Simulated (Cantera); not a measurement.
Input (Python, Cantera):

```python
import numpy as np
import cantera as ct

gas = ct.Solution("gri30.yaml")
gas.TPX = 1975, 1700, {'NO': 1, 'N2': 0.32}
reactor = ct.IdealGasConstPressureReactor(gas, energy="off", clone=False)
net = ct.ReactorNet([reactor])
net.rtol, net.atol = 1e-08, 1e-18
show = ['NO', 'O2', 'N2O', 'N2', 'NO2', 'O']
times = np.geomspace(0.0004, 50, 14)

steps = ct.SolutionArray(gas, extra=["t"])
rows = []
print(f"{'t/s':>10s}{'T/K':>9s}{'P/Pa':>11s}" + "".join(f"{s:>11s}" for s in show))
for t in times:
    while net.time < t:
        t_next = net.step()
        steps.append(gas.state, t=t_next)
    rows.append([np.interp(t, steps.t, y) for y in (steps.T, steps.P, *steps(*show).X.T)])
    print(f"{t:10.3e}{rows[-1][0]:9.1f}{rows[-1][1]:11.4g}" + "".join(f"{x:11.3e}" for x in rows[-1][2:]))
rate = np.gradient(steps.T, steps.t)
print("integrator steps:", len(steps.t))
if steps.T.max() > steps.T[0] + 200:
    print(f"time of steepest temperature rise: {steps.t[rate.argmax()]:.4e} s")
gas.TPX = 1975, 1700, {'NO': 1, 'N2': 0.32}
gas.equilibrate("TP")
print(f"equilibrium (TP): T = {gas.T:.1f} K  " + "  ".join(f"{s} {gas[s].X[0]:.3e}" for s in show))
```

It prints:

```
       t/s      T/K       P/Pa         NO         O2        N2O         N2        NO2          O
 4.000e-04   1975.0       1700  7.576e-01  1.314e-08  3.745e-06  2.424e-01  1.435e-08  3.785e-06
 9.866e-04   1975.0       1700  7.576e-01  7.996e-08  9.142e-06  2.424e-01  8.363e-08  9.381e-06
 2.433e-03   1975.0       1700  7.575e-01  4.957e-07  2.197e-05  2.424e-01  4.643e-07  2.344e-05
 6.002e-03   1975.0       1700  7.575e-01  3.181e-06  5.085e-05  2.424e-01  2.266e-06  5.967e-05
 1.480e-02   1975.0       1700  7.572e-01  2.245e-05  1.071e-04  2.425e-01  8.396e-06  1.558e-04
 3.651e-02   1975.0       1700  7.566e-01  1.690e-04  1.799e-04  2.427e-01  1.896e-05  3.757e-04
 9.005e-02   1975.0       1700  7.546e-01  9.728e-04  2.037e-04  2.436e-01  2.626e-05  6.162e-04
 2.221e-01   1975.0       1700  7.494e-01  3.528e-03  1.943e-04  2.462e-01  3.086e-05  6.946e-04
 5.478e-01   1975.0       1700  7.361e-01  1.013e-02  1.816e-04  2.528e-01  3.951e-05  7.818e-04
 1.351e+00   1975.0       1700  7.013e-01  2.737e-02  1.547e-04  2.701e-01  5.615e-05  9.658e-04
 3.332e+00   1975.0       1700  6.107e-01  7.242e-02  1.050e-04  3.153e-01  7.949e-05  1.316e-03
 8.219e+00   1975.0       1700  4.047e-01  1.751e-01  3.965e-05  4.182e-01  8.431e-05  1.864e-03
 2.027e+01   1975.0       1700  1.347e-01  3.098e-01  3.899e-06  5.531e-01  3.808e-05  2.388e-03
 5.000e+01   1975.0       1700  2.432e-02  3.648e-01  1.604e-07  6.083e-01  7.504e-06  2.570e-03
integrator steps: 826
equilibrium (TP): T = 1975.0 K  NO 8.450e-03  O2 3.728e-01  N2O 5.489e-08  N2 6.162e-01  NO2 2.637e-06  O 2.595e-03
```

Detailed kinetics in Cantera: GRI-Mech 3.0 (53 species, 325 reactions). Radical loss at walls, strong at low pressure, is not modelled.
